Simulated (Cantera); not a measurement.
## Cu2O + H2 + H2O (hydrogen reduction and annealing atmospheres)

Feed: 1 mol Cu2O, 87 mol H2, 1.3 mol H2O, at 1477 °C and 5.70 bar.

Equilibrium computed with Cantera from the NASA thermochemical tables; the gas is ideal and each condensed phase is pure. Candidate condensed phases: Cu, CuO, Cu(OH)2, Cu2O, H2O; 12 gas species. Equilibrium is a limit: real reactors are often held back by kinetics, nucleation or transport.

```
Item           Result
----------  ---------
x(H2)           0.974
x(H2O)         0.0260
x(H)          9.61e-5
x(Cu)         5.24e-5
n(Cu(l))     2.00 mol
gas amount  88.31 mol
```
